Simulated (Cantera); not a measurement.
What does this Cantera script print?

```python
import numpy as np
import cantera as ct

gas = ct.Solution("gri30.yaml")


def delay(T, t_max=10):
    gas.TPX = T, 1100000, {'CH4': 1, 'H2': 0.053, 'O2': 2.47, 'N2': 9.29, 'H2O': 0.26}
    reactor = ct.IdealGasReactor(gas, clone=False)
    net = ct.ReactorNet([reactor])
    net.rtol, net.atol = 1e-8, 1e-16
    while net.time < t_max:
        t_old, T_old = net.time, reactor.T
        net.step()
        if reactor.T > T + 400:  # ignition: a rise of 400 K
            return t_old + (T + 400 - T_old) / (reactor.T - T_old) * (net.time - t_old)
    return np.nan


taus = []
for T in [1150, 1225, 1300, 1375, 1450, 1525, 1600, 1675, 1750]:
    taus.append(delay(T))
    print(f"T0 = {T:6g} K   tau = {taus[-1]:.4e} s")
```

Result:

```
T0 =   1150 K   tau = 3.1688e-03 s
T0 =   1225 K   tau = 1.4810e-03 s
T0 =   1300 K   tau = 7.2383e-04 s
T0 =   1375 K   tau = 3.6134e-04 s
T0 =   1450 K   tau = 1.8415e-04 s
T0 =   1525 K   tau = 9.6268e-05 s
T0 =   1600 K   tau = 5.1906e-05 s
T0 =   1675 K   tau = 2.9020e-05 s
T0 =   1750 K   tau = 1.6894e-05 s
```

Detailed kinetics in Cantera: GRI-Mech 3.0 (53 species, 325 reactions).
